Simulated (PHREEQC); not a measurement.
Make-up at 20 °C: 0.0048 mol NaHS and 6.6e-05 mol MnCl2 per kg of water. Closed to the air; pH follows from the charge balance.

The numbers come from PHREEQC with the ion-association model, wateq4f.dat.

Problem. The ionic strength comes out as 0.00500 mol/kgw. What activity coefficients do OH-, Mn+2, HS-, Cl-, Na+ get?

Solution. OH- 0.93, Mn+2 0.75, HS- 0.93, Cl- 0.93, Na+ 0.93.

No solid was allowed to form. The polysulfide entries of wateq4f.dat were taken out for this run.
